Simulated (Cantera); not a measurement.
Input (Python, Cantera):

```python
import numpy as np
import cantera as ct

gas = ct.Solution("gri30.yaml")
gas.TPX = 423, 13332, {'CO': 1, 'H2': 0.065, 'CH4': 0.053, 'O2': 0.58, 'N2': 2.18}
flame = ct.FreeFlame(gas, width=0.16)
flame.set_refine_criteria(ratio=3, slope=0.08, curve=0.16)
flame.transport_model = "mixture-averaged"
flame.solve(loglevel=0, auto=True)
z, T = flame.grid, flame.T
thick = (T[-1] - T[0]) / np.gradient(T, z).max()
show = ['CO', 'H2', 'CH4', 'N2O', 'NO', 'CH2']
print(f"laminar burning velocity  {flame.velocity[0] * 100:.3f} cm/s")
print(f"burnt temperature         {T[-1]:.1f} K")
print(f"thermal thickness         {thick * 1e3:.4f} mm")
print(f"grid points               {len(z)}")
z0 = z[flame.heat_release_rate.argmax()]
print(f"{'z/mm':>9s}{'T/K':>9s}{'u/(m/s)':>9s}" + "".join(f"{s:>11s}" for s in show))
rows = []
for k in (-3, -2, -1.5, -1, -0.5, -0.25, 0, 0.25, 0.5, 1, 2, 4, 8):
    zz = z0 + k * thick
    rows.append([k * thick, np.interp(zz, z, T), np.interp(zz, z, flame.velocity),
                 *(np.interp(zz, z, flame.X[gas.species_index(s)]) for s in show)])
    print(f"{rows[-1][0] * 1e3:9.3f}{rows[-1][1]:9.1f}{rows[-1][2]:9.3f}" + "".join(f"{x:11.3e}" for x in rows[-1][3:]))
```

Result:

```
laminar burning velocity  124.803 cm/s
burnt temperature         2337.6 K
thermal thickness         5.6536 mm
grid points               186
     z/mm      T/K  u/(m/s)         CO         H2        CH4        N2O         NO        CH2
  -16.961    423.0    1.248  2.579e-01  1.676e-02  1.367e-02 -3.845e-20  5.937e-17 -4.238e-29
  -11.307    423.0    1.248  2.579e-01  1.676e-02  1.367e-02 -3.636e-20  6.871e-17  9.016e-26
   -8.480    423.0    1.248  2.579e-01  1.676e-02  1.367e-02 -7.072e-21  2.054e-16  1.082e-23
   -5.654    423.0    1.248  2.579e-01  1.678e-02  1.367e-02  6.220e-18  1.997e-14  8.585e-19
   -2.827    436.5    1.288  2.573e-01  1.703e-02  1.365e-02  1.276e-13  9.312e-11  1.089e-09
   -1.413    631.0    1.860  2.480e-01  1.714e-02  1.278e-02  5.211e-11  1.306e-08  4.035e-08
    0.000   1061.4    3.120  2.235e-01  1.335e-02  3.371e-03  3.153e-09  3.990e-07  3.496e-07
    1.413   1298.7    3.767  1.766e-01  5.391e-03  1.504e-05  1.511e-08  2.630e-06  4.462e-09
    2.827   1414.3    4.047  1.432e-01  4.516e-03  2.012e-08  1.826e-08  6.567e-06  1.013e-11
    5.654   1538.8    4.340  1.200e-01  5.169e-03  1.198e-13  1.716e-08  1.488e-05  2.586e-16
   11.307   1661.7    4.644  1.164e-01  5.436e-03  3.121e-17  1.805e-08  2.747e-05  4.602e-17
   22.614   1795.0    4.970  1.138e-01  5.207e-03  6.294e-18  2.000e-08  4.380e-05  1.999e-17
   45.229   1932.1    5.295  1.077e-01  4.656e-03  1.938e-18  2.250e-08  7.018e-05  1.342e-17
```

Model: GRI-Mech 3.0 (53 species, 325 reactions), integrated in Cantera. Burning velocities carry a grid error of a few per cent, more on coarse grids.
